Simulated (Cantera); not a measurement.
A perfectly stirred reactor is fed with CH₄ : O₂ : N₂ = 1 : 1.82 : 6.84 (molar parts), equivalence ratio 1.1, at 750 Torr; it is adiabatic with a 800 K inlet, and is followed from long to short residence time, starting on the burning branch (τ in s: 0.021, 0.011, 0.0059, 0.0031, 0.0017, 0.00088, 0.00046, 0.00025, 0.00013, 6.9e-05).

Detailed kinetics in Cantera: GRI-Mech 3.0 (53 species, 325 reactions).

### Question
What does this change do: O2 1.82 to 1.1 parts?

### Answer
| quantity | before | after |
|---|---|---|
| blow-out, bracketed by the residence times tried | burning at 69.0 µs, the shortest tried | burning at 3.10 ms, out at 1.70 ms |
| x(CH₄) at τ = 21.0 ms | 5.99e-6 | 0.00825 |
| x(O₂) at τ = 21.0 ms | 0.00492 | 0.00216 |
| x(HCN) at τ = 21.0 ms | 1.07e-6 | 1.98e-5 |
| x(C₂H₄) at τ = 21.0 ms | 4.78e-10 | 0.000253 |
| x(CO) at τ = 21.0 ms | 0.0350 | 0.0585 |
| x(CH₄) at τ = 0.880 ms | 7.40e-5 | 0.112 |
| x(O₂) at τ = 0.880 ms | 0.0112 | 0.123 |
| x(HCN) at τ = 0.880 ms | 2.53e-6 | <1e-12 |
| x(C₂H₄) at τ = 0.880 ms | 3.41e-8 | <1e-12 |
| x(CO) at τ = 0.880 ms | 0.0415 | <1e-12 |
